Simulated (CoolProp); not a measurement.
Saturation properties of cyclopentane (Tc = 511.7 K, pc = 4.583 MPa, ω = 0.202).

Computed with CoolProp (reference Helmholtz-energy equation of state, Gedanitz 2015).

| T (K) | p (MPa) | liquid density (kg/m³) | vapour density (kg/m³) | surface tension (mN/m) |
|---|---|---|---|---|
| 293.9 | 0.03572 | 744.6 | 1.042 | 22.5 |
| 314.5 | 0.07757 | 724.0 | 2.142 | 19.6 |
| 335 | 0.1506 | 702.5 | 3.978 | 16.8 |
| 355.6 | 0.2690 | 679.9 | 6.864 | 14.1 |
| 376.1 | 0.4465 | 655.9 | 11.14 | 11.6 |
| 396.6 | 0.7003 | 630.3 | 17.29 | 9.27 |
| 417.2 | 1.050 | 602.3 | 26.02 | 7.05 |
| 437.7 | 1.513 | 571.3 | 38.29 | 5.02 |
| 458.3 | 2.115 | 535.6 | 56.07 | 3.19 |
| 478.8 | 2.879 | 491.6 | 83.25 | 1.63 |
| 499.4 | 3.857 | 424.3 | 134.8 | 0.417 |

It boils at 322.4 K under 1 atm.

Surface tension comes from a separate correlation (Mulero 2014).
